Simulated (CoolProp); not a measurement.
Dimethyl ether at several states: fugacity coefficient from the reference equation and from simpler models built on Tc = 127.2 °C, pc = 5337 kPa, ω = 0.196; each cubic takes its own stable root.

Values from CoolProp's reference Helmholtz-energy equation of state, Wu 2011.

```tsv
T (°C)	p (kPa)	phase	reference	van der Waals	Redlich-Kwong	Soave-Redlich-Kwong	Peng-Robinson
210.95	11100	supercritical	0.6597	0.6392	0.6524	0.6872	0.6522
-100.25	165	liquid	0.004058	(withheld)	0.007494	0.004024	0.004598
191.95	17800	supercritical	(withheld)	(withheld)	(withheld)	0.5204	(withheld)
192.45	20400	supercritical	0.4548	0.4664	0.4611	0.4960	0.4579
```

Q: Some entries are withheld; supply them.

A: 
- -100.25, van der Waals: 0.3067
- 191.95, reference: 0.4822
- 191.95, van der Waals: 0.4866
- 191.95, Redlich-Kwong: 0.4860
- 191.95, Peng-Robinson: 0.4837
